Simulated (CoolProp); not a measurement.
The fluid at 298.15 K and 0.449 MPa (gas) is heated at constant pressure to 471.4 K. The same conditions are run with several fluids, on thermodynamics alone (safety and materials aside).

Values from CoolProp's reference Helmholtz-energy equation of state of each fluid (normal hydrogen: Leachman 2009; R125: Lemmon 2005; sulfur hexafluoride: Guder 2009).

**Question.** Rank normal hydrogen, R125, sulfur hexafluoride by heat (kJ/kg), highest first.

**Answer.** normal hydrogen (2500), R125 (161), sulfur hexafluoride (136)

| fluid | final density (kg/m³) |
|---|---|
| normal hydrogen | 0.231 |
| R125 | 13.9 |
| sulfur hexafluoride | 16.9 |
